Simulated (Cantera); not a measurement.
**Thermodynamics of iron carbonyl, mercury and lead vapours, feed PbO + CO + H2**

Input: 1 mol PbO, 0.26 mol CO, 0.73 mol H2, at 113 Torr.

These are equilibrium values from Cantera (NASA tables, ideal gas, pure condensed phases), not measurements of a reactor. Candidate condensed phases: C, C6H6, C7H8, C8H18, H2O, Pb, PbO, PbO2, Pb3O4; 113 gas species. Each liquid is taken as pure. Mutual solubility and eutectic melting of coexisting phases are not modelled. Gases not in the tables: (PbO)n polymers. Equilibrium is a limit: real reactors are often held back by kinetics, nucleation or transport.

```json
[
 {"T (°C)": "552", "x H2O": "0.737", "x CO2": "0.263", "x Pb": "9.56e-7", "x PbO": "1.67e-9", "n Pb(l)": "0.990", "n PbO(yellow)": "0.0101", "n PbO(l)": "0"},
 {"T (°C)": "602", "x H2O": "0.737", "x CO2": "0.263", "x Pb": "4.49e-6", "x PbO": "1.72e-8", "n Pb(l)": "0.990", "n PbO(yellow)": "0.0101", "n PbO(l)": "0"},
 {"T (°C)": "652", "x H2O": "0.737", "x CO2": "0.263", "x Pb": "1.78e-5", "x PbO": "1.36e-7", "n Pb(l)": "0.990", "n PbO(yellow)": "0.0101", "n PbO(l)": "0"},
 {"T (°C)": "702", "x H2O": "0.737", "x CO2": "0.263", "x Pb": "6.11e-5", "x PbO": "8.65e-7", "n Pb(l)": "0.990", "n PbO(yellow)": "0.0101", "n PbO(l)": "0"},
 {"T (°C)": "752", "x H2O": "0.737", "x CO2": "0.263", "x Pb": "0.000185", "x PbO": "4.57e-6", "n Pb(l)": "0.990", "n PbO(yellow)": "0.0101", "n PbO(l)": "0"},
 {"T (°C)": "802", "x H2O": "0.737", "x CO2": "0.262", "x Pb": "0.000506", "x PbO": "2.05e-5", "n Pb(l)": "0.989", "n PbO(yellow)": "0.0102", "n PbO(l)": "0"},
 {"T (°C)": "852", "x H2O": "0.736", "x CO2": "0.262", "x Pb": "0.00126", "x PbO": "8.04e-5", "n Pb(l)": "0.989", "n PbO(yellow)": "0.0101", "n PbO(l)": "0"},
 {"T (°C)": "902", "x H2O": "0.735", "x CO2": "0.262", "x Pb": "0.00290", "x PbO": "0.000269", "n Pb(l)": "0.987", "n PbO(yellow)": "0", "n PbO(l)": "0.0100"},
 {"T (°C)": "952", "x H2O": "0.732", "x CO2": "0.261", "x Pb": "0.00623", "x PbO": "0.000752", "n Pb(l)": "0.983", "n PbO(yellow)": "0", "n PbO(l)": "0.00963"},
 {"T (°C)": "1002", "x H2O": "0.726", "x CO2": "0.259", "x Pb": "0.0126", "x PbO": "0.00193", "n Pb(l)": "0.977", "n PbO(yellow)": "0", "n PbO(l)": "0.00856"},
 {"T (°C)": "1052", "x H2O": "0.716", "x CO2": "0.255", "x Pb": "0.0240", "x PbO": "0.00460", "n Pb(l)": "0.965", "n PbO(yellow)": "0", "n PbO(l)": "0.00596"},
 {"T (°C)": "1102", "x H2O": "0.697", "x CO2": "0.248", "x Pb": "0.0438", "x PbO": "0.0102", "n Pb(l)": "0.943", "n PbO(yellow)": "0", "n PbO(l)": "0.000123"},
 {"T (°C)": "1152", "x H2O": "0.672", "x CO2": "0.239", "x Pb": "0.0763", "x PbO": "0.0111", "n Pb(l)": "0.905", "n PbO(yellow)": "0", "n PbO(l)": "0"},
 {"T (°C)": "1202", "x H2O": "0.632", "x CO2": "0.224", "x Pb": "0.128", "x PbO": "0.0126", "n Pb(l)": "0.838", "n PbO(yellow)": "0", "n PbO(l)": "0"}
]
```
x: gas mole fraction; n: condensed amount in mol.

From 552 °C to 852 °C the condensed part is Pb(l) + PbO(yellow). From 902 °C to 1102 °C the condensed part is Pb(l) + PbO(l). From 1152 °C to 1202 °C the condensed part is Pb(l).
